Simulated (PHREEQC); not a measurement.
**Alkaline etch or developer (model solution)**

Consider water at 25 °C with 7.1 mmol/kgw KOH, 1.7 mmol/kgw H3BO3 and 1.4 mmol/kgw K2CO3. Closed to the air; pH follows from the charge balance.

The numbers come from PHREEQC with the ion-association model, phreeqc.dat.

Precipitation was switched off in this run.

Problem. What pH, ionic strength does the model give?

Solution. pH 11.68; ionic strength 0.0113 mol/kgw.

Problem. In which forms is C present?

Solution. CO3-2 97 %, HCO3- 3.1 % of the C.
